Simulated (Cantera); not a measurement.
## Boron, boron nitride and boron oxide: B2O3 + NH3 + H2

Input: 1 mol B2O3, 26 mol NH3, 56 mol H2, equilibrated at 0.150 bar.

Cantera equilibrium calculation (NASA polynomials, part measured and part estimated; ideal gas, pure solids and liquids). Candidate condensed phases: B, BN, B2O3, B3O3H3, H2O; 39 gas species. Mutual solubility and eutectic melting of coexisting phases are not modelled. Gases not in the tables: H3BO3. Rates play no part.

```csv
T (K),x H2,x N2,x H,x HBO,x HBO2,x H2O,x BO,n BN(s),n B2O3(l)
773,0.878,0.120,2.20e-12,<1e-12,6.37e-9,0.00232,<1e-12,0.168,0.915
973,0.878,0.120,2.62e-9,2.39e-9,1.79e-6,0.00225,<1e-12,0.162,0.919
1173,0.878,0.120,2.85e-7,1.13e-6,6.60e-5,0.00208,1.70e-11,0.152,0.920
1373,0.878,0.120,8.05e-6,8.46e-5,0.000791,0.00189,2.47e-8,0.162,0.871
1573,0.872,0.119,9.80e-5,0.00205,0.00480,0.00172,5.41e-6,0.221,0.450
1773,0.862,0.119,0.000682,0.00815,0.00599,0.00145,0.000118,0,0
1973,0.858,0.119,0.00323,0.00939,0.00545,0.00252,0.000526,0,0
2173,0.849,0.118,0.0115,0.00996,0.00458,0.00377,0.00167,0,0
2373,0.828,0.117,0.0328,0.00938,0.00347,0.00506,0.00395,0,0
```
x: gas mole fraction; n: condensed amount in mol.

From 773 K to 1573 K the condensed part is BN(s) + B2O3(l). From 1773 K to 2373 K nothing is condensed.
